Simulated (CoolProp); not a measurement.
Saturation properties of normal hydrogen.

The numbers come from the reference Helmholtz-energy equation of state, Leachman 2009 in CoolProp.

```tsv
T (°C)	p (MPa)	vapour Z	liquid conductivity (mW/(m K))
-254.05	0.06823	0.9271	103
-252.85	0.09928	0.9066	104
-251.65	0.1394	0.8834	104
-250.45	0.1900	0.8574	103
-249.25	0.2523	0.8286	103
-248.05	0.3278	0.7967	102
-246.85	0.4180	0.7615	101
-245.65	0.5242	0.7223	99.5
-244.45	0.6481	0.6782	97.5
-243.25	0.7914	0.6270	94.9
-242.05	0.9563	0.5647	91.7
-240.85	1.145	0.4771	89.8
```

It boils at -252.8 °C under 1 atm.

Thermal conductivity comes from a separate model (Assael 2011).
